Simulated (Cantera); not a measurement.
# Adiabatic ignition

An adiabatic, constant-pressure homogeneous reactor starts with 1.62 % C3H8, 25.9 % O2, 72.5 % N2, equivalence ratio 0.31, at 1425 K and 5.00 bar.

Detailed kinetics in Cantera: GRI-Mech 3.0 (53 species, 325 reactions). GRI-Mech 3.0 was tuned for natural gas; its chemistry of propane as a main component is partial and can be far from experiment.

| t (s) | T (K) | x C3H8 | x O2 | x HCN | x C2H2 | x CO | x CH2 | x C2H4 |
|---|---|---|---|---|---|---|---|---|
| 9.00e-6 | 1424 | 0.0157 | 0.259 | <1e-12 | 1.03e-7 | 9.36e-6 | 1.02e-8 | 0.000507 |
| 2.56e-5 | 1427 | 0.0135 | 0.257 | <1e-12 | 3.17e-6 | 0.000238 | 3.14e-8 | 0.00257 |
| 7.30e-5 | 2124 | <1e-12 | 0.174 | 3.68e-12 | <1e-12 | 0.00965 | <1e-12 | <1e-12 |
| 0.000208 | 2262 | <1e-12 | 0.174 | <1e-12 | <1e-12 | 0.000500 | <1e-12 | <1e-12 |
| 0.000592 | 2262 | <1e-12 | 0.174 | <1e-12 | <1e-12 | 0.000465 | <1e-12 | <1e-12 |
| 0.00169 | 2262 | <1e-12 | 0.174 | <1e-12 | <1e-12 | 0.000464 | <1e-12 | <1e-12 |
| 0.00480 | 2261 | <1e-12 | 0.174 | <1e-12 | <1e-12 | 0.000461 | <1e-12 | <1e-12 |
| 0.0137 | 2258 | <1e-12 | 0.173 | <1e-12 | <1e-12 | 0.000453 | <1e-12 | <1e-12 |
| 0.0390 | 2251 | <1e-12 | 0.171 | <1e-12 | <1e-12 | 0.000435 | <1e-12 | <1e-12 |
| 0.111 | 2241 | <1e-12 | 0.169 | <1e-12 | <1e-12 | 0.000412 | <1e-12 | <1e-12 |
| 0.316 | 2238 | <1e-12 | 0.168 | <1e-12 | <1e-12 | 0.000403 | <1e-12 | <1e-12 |
| 0.900 | 2238 | <1e-12 | 0.168 | <1e-12 | <1e-12 | 0.000403 | <1e-12 | <1e-12 |
x: mole fraction; the columns are a selection and need not sum to one.

The time of steepest temperature rise comes out as 58.2 µs and the temperature at 0.900 s is 2238 K. The equilibrium temperature is 2238 K. The x(C3H8) at 0.900 s is <1e-12 (gas-phase equilibrium <1e-12) and the x(O2) at 0.900 s is 0.168 (gas-phase equilibrium 0.168). The x(HCN) at 0.900 s is <1e-12 (gas-phase equilibrium <1e-12).
